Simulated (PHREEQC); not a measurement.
1 kg of water holding 0.16 mol/kgw KHCO3, 0.21 mol/kgw K2CO3 and 0.0051 mol/kgw KCl is evaporated at 30 °C; the solids stay in contact with the brine. CO2 is held at log p = -3.4 (atm). The run lets Kalicinite, Sylvite precipitate or redissolve, and no other solid.

The series has 27 steps of water left (kg), from 1 to 0.002489.

All values are PHREEQC results (Pitzer model, pitzer.dat), not measurements.

Q: Which solids form, in which order, and at which step of the series does each first stand?

A: Kalicinite from water left = 0.05318 kg (pH 10.95); Sylvite from water left = 0.002489 kg (pH 10.92).

Complexes and solids missing from the database can't appear.
